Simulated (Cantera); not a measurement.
Standard-state values (1 bar) from the NASA 1993 polynomials, evaluated with Cantera. Values are per mole of reaction as written; species without (g) are pure solids or liquids, kept so even where they would boil at 1 bar.

Q: Between 1275 and 2075 K, where is each reaction favourable under standard conditions?
- 2 H₂O(g) + V₂O₃ = V₂O₅ + 2 H₂(g)

A: 
- 2 H₂O(g) + V₂O₃ = V₂O₅ + 2 H₂(g): ΔG° is 215 kJ at 1275 K and 197 kJ at 2075 K; it stays positive (K < 1). ΔH° is 241 kJ and ΔS° 21 J/K at 2075 K.
